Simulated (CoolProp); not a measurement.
Properties of ethanol along the isobar 0.101 MPa.

Model: reference Helmholtz-energy equation of state, Schroeder 2014, in CoolProp.

| T (K) | phase | density (kg/m³) | speed of sound (m/s) | Joule-Thomson coefficient (K/MPa) | expansivity (1/kK) | viscosity (µPa s) |
|---|---|---|---|---|---|---|
| 241.5 | liquid | 833.3 | 1352 | -0.4332 | 1.026 | 3950 |
| 272.2 | liquid | 807.2 | 1232 | -0.3933 | 1.048 | 1860 |
| 302.9 | liquid | 781.0 | 1126 | ___ | 1.108 | 989 |
| 333.6 | liquid | 753.6 | 1026 | ___ | 1.232 | 580 |
| 364.3 | gas | 1.579 | 267.1 | 51.58 | 3.134 | 10.8 |
| 395.1 | gas | 1.442 | 278.7 | ___ | 2.764 | 11.7 |
| 425.8 | gas | 1.331 | ___ | 24.68 | 2.495 | 12.6 |
| 456.5 | gas | 1.237 | 299.5 | 17.73 | 2.286 | 13.5 |
| 487.2 | gas | 1.156 | ___ | 13.03 | 2.116 | 14.4 |

Task: Fill in the missing entries.

Result: 
- 302.9, Joule-Thomson coefficient (K/MPa): -0.3440
- 333.6, Joule-Thomson coefficient (K/MPa): -0.2845
- 395.1, Joule-Thomson coefficient (K/MPa): 35.19
- 425.8, speed of sound (m/s): 289.4
- 487.2, speed of sound (m/s): 309.2

Viscosity comes from a separate model (Kiselev 2005).
